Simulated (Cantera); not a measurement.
Charge: 1 mol SiCl4, 2.1 mol HCl, 2.8 mol H2, 2.6 mol Cl2, at 1273.15 K and 578 Torr.

Cantera equilibrium calculation (NASA polynomials, part measured and part estimated; ideal gas, pure solids and liquids). Candidate condensed phases: Si; 19 gas species. The tables' values for SiCl3 are old estimates; treat these amounts as uncertain. Kinetics and transport are ignored.

Base state: HCl 0.859, SiCl4 0.117, H2 0.0233, SiCl3 0.000257, SiHCl3 0.000127 (mole fractions); condensed: gas only.

### Question
What changes in the equilibrium state with this change: 1.1 mol O2 added?

### Answer
| species | before | after |
|---|---|---|
| HCl | 0.859 | 0.780 |
| Cl2 | 1.24e-7 | 0.198 |
| H2O | 0 | 0.0126 |
| SiCl4 | 0.117 | 2.07e-7 |
| H2 | 0.0233 | 1.20e-8 |
| O2 | 0 | 0.00412 |
| SiCl3 | 0.000257 | <1e-9 |
| SiO2(β-quartz), mol | 0 | 1.000 |
The tables hold silica as quartz up to 1696 K and as liquid above; real silica turns to tridymite and cristobalite and melts near 1996 K. Further candidate phases: H2O, SiO2.
